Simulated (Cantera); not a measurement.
## Thermodynamics of aluminium nitride and oxide growth, feed AlCl3 + NH3 + H2

Charge: 1 mol AlCl3, 11 mol NH3, 1.7 mol H2, at 1677 °C.

These are equilibrium values from Cantera (NASA tables, ideal gas, pure condensed phases), not measurements of a reactor. Candidate condensed phases: Al, AlCl3, AlN, NH4Cl; 20 gas species. The tables' values for AlCl2 are old estimates; treat these amounts as uncertain. Kinetics and transport are ignored.

From 0.0750 Torr to 750 Torr nothing is condensed. The main Al-bearing gas is AlCl throughout.

```csv
P (Pa),x H2,x N2,x H,x HCl,x AlCl
10,0.596,0.204,0.0885,0.0672,0.0361
63,0.639,0.210,0.0365,0.0730,0.0374
400,0.658,0.212,0.0147,0.0748,0.0373
2500,0.667,0.214,0.00592,0.0738,0.0357
16000,0.675,0.215,0.00235,0.0684,0.0316
100000,0.687,0.216,0.000950,0.0568,0.0241
```
x: gas mole fraction; nothing condenses.
